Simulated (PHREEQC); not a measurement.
Make-up at 25 °C: 0.79 mmol/kgw CaSO4, 7.1 mmol/kgw CO2 and 0.062 mmol/kgw H4SiO4. Closed to the air; pH follows from the charge balance.

Equilibrium calculation in PHREEQC: ion-association model, wateq4f.dat.

Precipitation was switched off in this run.

Question: What pH, ionic strength does the model give?

Answer: pH 4.26; ionic strength 0.00295 mol/kgw.

Question: In which forms is S present?

Answer: SO4-2 91 %, CaSO4 8.3 % of the S.
